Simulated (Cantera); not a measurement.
An isothermal, constant-pressure homogeneous reactor starts with CH₄ : H₂O : H₂ = 1 : 2.2 : 0.21 (molar parts), at 1598 K and 12.0 bar. Integrator tolerance rtol = 1e-08.

Detailed kinetics in Cantera: GRI-Mech 3.0 (53 species, 325 reactions). The pressure lies above the range GRI-Mech 3.0 was tuned for (to about 10 atm).

### Question
What does this change do: temperature 1598 to 1200 K?

### Answer
```json
[
 {"quantity": "x(CH₄) at 1.00 s", "before": "0.0880 (gas-phase equilibrium 3.84e-5)", "after": "0.293 (gas-phase equilibrium 0.00942)"},
 {"quantity": "x(H₂O) at 1.00 s", "before": "0.350 (gas-phase equilibrium 0.203)", "after": "0.645 (gas-phase equilibrium 0.201)"},
 {"quantity": "x(H₂) at 1.00 s", "before": "0.438 (gas-phase equilibrium 0.612)", "after": "0.0620 (gas-phase equilibrium 0.611)"},
 {"quantity": "x(CH₃) at 1.00 s", "before": "4.16e-5 (gas-phase equilibrium 1.54e-8)", "after": "5.48e-7 (gas-phase equilibrium 1.32e-8)"},
 {"quantity": "x(O₂) at 1.00 s", "before": "1.88e-12 (gas-phase equilibrium <1e-12)", "after": "<1e-12 (gas-phase equilibrium <1e-12)"}
]
```

### Question
What does this change do: pressure from 12.0 bar to 29.0 bar?

### Answer
```csv
quantity,before,after
x(CH₄) at 1.00 s,0.0880 (gas-phase equilibrium 3.84e-5),0.101 (gas-phase equilibrium 0.000224)
x(H₂O) at 1.00 s,0.350 (gas-phase equilibrium 0.203),0.353 (gas-phase equilibrium 0.204)
x(H₂) at 1.00 s,0.438 (gas-phase equilibrium 0.612),0.427 (gas-phase equilibrium 0.611)
x(CH₃) at 1.00 s,4.16e-5 (gas-phase equilibrium 1.54e-8),3.11e-5 (gas-phase equilibrium 5.78e-8)
x(O₂) at 1.00 s,1.88e-12 (gas-phase equilibrium <1e-12),<1e-12 (gas-phase equilibrium <1e-12)
```

### Question
What does this change do: pressure from 12.0 bar to 97.5 Torr?

### Answer
```json
[
 {"quantity": "x(CH₄) at 1.00 s", "before": "0.0880 (gas-phase equilibrium 3.84e-5)", "after": "0.0364 (gas-phase equilibrium 4.51e-9)"},
 {"quantity": "x(H₂O) at 1.00 s", "before": "0.350 (gas-phase equilibrium 0.203)", "after": "0.451 (gas-phase equilibrium 0.203)"},
 {"quantity": "x(H₂) at 1.00 s", "before": "0.438 (gas-phase equilibrium 0.612)", "after": "0.398 (gas-phase equilibrium 0.612)"},
 {"quantity": "x(CH₃) at 1.00 s", "before": "4.16e-5 (gas-phase equilibrium 1.54e-8)", "after": "0.000173 (gas-phase equilibrium 1.74e-11)"},
 {"quantity": "x(O₂) at 1.00 s", "before": "1.88e-12 (gas-phase equilibrium <1e-12)", "after": "1.42e-10 (gas-phase equilibrium 3.62e-11)"}
]
```
